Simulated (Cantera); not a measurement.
An isothermal, constant-pressure homogeneous reactor starts with NO : N2 = 1 : 1.8 (molar parts), at 1550 K and 13300 Pa. Integrator tolerance rtol = 1e-08.

Cantera simulation using GRI-Mech 3.0 (53 species, 325 reactions); the numbers are that mechanism's predictions, not measurements.

Task: What does this change do: pressure from 13300 Pa to 69000 Pa?

Result: 
```json
[
 {"quantity": "x(NO) at 20.0 s", "before": "0.346 (gas-phase equilibrium 0.00146)", "after": "0.304 (gas-phase equilibrium 0.00146)"},
 {"quantity": "x(NO2) at 20.0 s", "before": "0.000107 (gas-phase equilibrium 2.26e-6)", "after": "0.000420 (gas-phase equilibrium 5.15e-6)"},
 {"quantity": "x(N2) at 20.0 s", "before": "0.649 (gas-phase equilibrium 0.821)", "after": "0.669 (gas-phase equilibrium 0.821)"},
 {"quantity": "x(O) at 20.0 s", "before": "2.03e-6 (gas-phase equilibrium 9.10e-6)", "after": "1.60e-6 (gas-phase equilibrium 4.00e-6)"},
 {"quantity": "x(O2) at 20.0 s", "before": "0.00569 (gas-phase equilibrium 0.178)", "after": "0.0259 (gas-phase equilibrium 0.178)"},
 {"quantity": "x(N2O) at 20.0 s", "before": "3.97e-5 (gas-phase equilibrium 3.30e-8)", "after": "3.18e-5 (gas-phase equilibrium 7.50e-8)"}
]
```
